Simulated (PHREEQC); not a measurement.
KOH is added in steps, without added water, to 1 kg of water holding 0.0011 mol HCl, 0.0024 mol NiSO4 and 5.8e-05 mol Fe2(SO4)3, at 20 °C. Oxygen alone is held at its pressure in air (log pO2 = -0.68). The system is closed to CO2. Solids allowed: Fe(OH)3(a), Ni(OH)2, Ni4(OH)6SO4, Jarosite-K, Morenosite. Others were left out.

Base run: PHREEQC, ion-association model, wateq4f.dat. Each further column changes one thing. The table gives pH.

```
KOH added (mol)   base  Fe2(SO4)3 from 5.8e-05 to 1.16e-05 mol/kgw  HCl from 0.0011 to 0.00022 mol/kgw  diluted 2-fold with water  no solid may form
---------------  -----  ------------------------------------------  ----------------------------------  -------------------------  -----------------
0                 3.03                                        3.04                                3.55                       3.28               3.03
0.00125           4.18                                        6.65                                 ___                       6.81               4.34
0.003125          6.74                                        6.76                                6.81                       8.45               9.44
0.004375          6.85                                        6.88                                6.99                      11.23               9.68
0.00625           8.56                                       10.57                               11.07                      11.62              10.14
0.0075           11.22                                         ___                               11.45                      11.77                ___
0.00875          11.52                                       11.56                               11.65                      11.87                ___
0.01063          11.76                                       11.79                               11.84                      11.99              11.50
0.01188          11.87                                       11.89                                 ___                        ___              11.66
0.01375          11.99                                       12.00                               12.04                      12.14              11.83
0.015            12.05                                       12.07                                 ___                      12.19              11.92
```

### Question
Complete the blanks.

### Answer

- 0.00125, HCl from 0.0011 to 0.00022 mol/kgw: 6.67
- 0.0075, Fe2(SO4)3 from 5.8e-05 to 1.16e-05 mol/kgw: 11.31
- 0.0075, no solid may form: 10.69
- 0.00875, no solid may form: 11.11
- 0.01188, HCl from 0.0011 to 0.00022 mol/kgw: 11.93
- 0.01188, diluted 2-fold with water: 12.06
- 0.015, HCl from 0.0011 to 0.00022 mol/kgw: 12.09

The database's Ni(OH)2 is the aged solid; a fresh precipitate is more soluble. In at least one series the solution becomes supersaturated in solids that the run did not let form, among them Fe(OH)3(a), Ni(OH)2, Ni4(OH)6SO4, Jarosite-K.
